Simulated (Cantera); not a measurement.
A freely propagating, adiabatic, planar premixed flame of 20.1 % H₂, 16.8 % O₂, 63.1 % N₂, equivalence ratio 0.60, unburnt at 375 K and 0.563 atm; mixture-averaged transport, grid criteria slope 0.08 and curve 0.16, no radiation.

Detailed kinetics in Cantera: the H2/O2 subset of GRI-Mech 3.0, which has no nitrogen chemistry. Burning velocities carry a grid error of a few per cent, more on coarse grids. Lean hydrogen flames are cellular in practice and burn faster than this planar one.

x: mole fraction of selected species; z is measured from the peak of heat release.

| z (mm) | T (K) | u (m/s) | x H₂ | x O₂ | x H₂O | x H | x H₂O₂ | x OH |
|---|---|---|---|---|---|---|---|---|
| -2.21 | 375 | 1.49 | 0.201 | 0.168 | <1e-8 | <1e-8 | <1e-8 | <1e-8 |
| -1.47 | 375 | 1.49 | 0.201 | 0.168 | 1.54e-7 | <1e-8 | <1e-8 | <1e-8 |
| -1.11 | 375 | 1.49 | 0.201 | 0.168 | 1.09e-6 | <1e-8 | <1e-8 | <1e-8 |
| -0.737 | 376 | 1.49 | 0.197 | 0.169 | 3.10e-5 | <1e-8 | 2.38e-7 | <1e-8 |
| -0.368 | ? | 1.67 | 0.172 | 0.172 | 0.00388 | 1.58e-5 | 3.07e-5 | 3.17e-5 |
| -0.184 | ? | 2.66 | 0.129 | 0.165 | 0.0340 | 0.00179 | 4.31e-5 | 0.000623 |
| 0 | ? | 3.93 | 0.0726 | 0.136 | 0.0970 | 0.00944 | 8.12e-6 | 0.00171 |
| 0.184 | ? | 4.84 | 0.0301 | 0.101 | 0.157 | 0.0151 | 4.15e-6 | 0.00473 |
| 0.368 | ? | 5.35 | 0.0146 | 0.0854 | 0.182 | 0.0140 | 2.50e-6 | 0.00696 |
| 0.737 | 1613 | 5.84 | 0.00873 | 0.0787 | 0.196 | 0.00876 | 1.19e-6 | 0.00839 |
| 1.47 | 1729 | 6.23 | 0.00566 | 0.0767 | 0.205 | 0.00395 | 5.84e-7 | 0.00813 |
| 2.95 | 1809 | 6.48 | 0.00291 | 0.0760 | 0.212 | 0.00131 | 3.14e-7 | 0.00650 |
| 5.89 | 1851 | 6.62 | 0.00117 | 0.0762 | 0.216 | 0.000314 | 1.71e-7 | 0.00437 |

### Question
What belongs in the gaps?

### Answer

- -0.368, T (K): 434
- -0.184, T (K): 711
- 0, T (K): 1071
- 0.184, T (K): 1326
- 0.368, T (K): 1469
